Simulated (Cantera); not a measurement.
Gas-phase reforming

An isothermal, constant-pressure homogeneous reactor starts with CH4 : CO2 = 1 : 0.58 (molar parts), at 1650 K and 0.109 atm.

Detailed kinetics in Cantera: GRI-Mech 3.0 (53 species, 325 reactions). GRI-Mech 3.0 stops at C3 and has no aromatics, soot or wall deposition, so with more carbon than oxygen in the feed, carbon stays in small species such as C2H2 where larger ones or solid carbon would form.

```tsv
t (s)	x CH4	x CO2	x H2O2	x CH2	x C2H	x CO	x C2H2
2.00e-5	0.633	0.367	<1e-12	6.51e-11	<1e-12	1.37e-7	<1e-12
5.37e-5	0.633	0.367	<1e-12	5.03e-10	<1e-12	3.75e-7	2.68e-11
0.000144	0.633	0.367	<1e-12	3.62e-9	<1e-12	1.05e-6	1.73e-9
0.000386	0.632	0.367	<1e-12	2.33e-8	<1e-12	3.44e-6	1.06e-7
0.00104	0.630	0.367	<1e-12	1.10e-7	2.28e-11	1.91e-5	6.04e-6
0.00278	0.619	0.365	<1e-12	3.38e-7	6.45e-10	0.000181	0.000261
0.00746	0.563	0.354	<1e-12	5.64e-7	1.11e-8	0.00170	0.00659
0.0200	0.436	0.318	<1e-12	4.10e-7	5.64e-8	0.00963	0.0453
0.0537	0.284	0.255	<1e-12	2.92e-7	1.16e-7	0.0372	0.0997
0.144	0.143	0.154	<1e-12	2.40e-7	1.88e-7	0.108	0.145
0.386	0.0499	0.0501	<1e-12	2.13e-7	2.83e-7	0.199	0.166
1.04	0.0231	0.0263	<1e-12	1.41e-7	2.85e-7	0.243	0.151
2.78	0.0165	0.0170	<1e-12	7.87e-8	2.08e-7	0.290	0.118
7.46	0.0101	0.00758	<1e-12	3.72e-8	1.45e-7	0.335	0.0872
20.0	0.00494	0.00165	<1e-12	1.48e-8	1.12e-7	0.361	0.0695
```
x: mole fraction; the columns are a selection and need not sum to one.

Equilibrium at this temperature and pressure: CH4 0.00232, CO2 5.86e-8, H2O2 <1e-12, CH2 6.24e-9, C2H 1.04e-7, CO 0.368, C2H2 0.0652 (gas phase only).
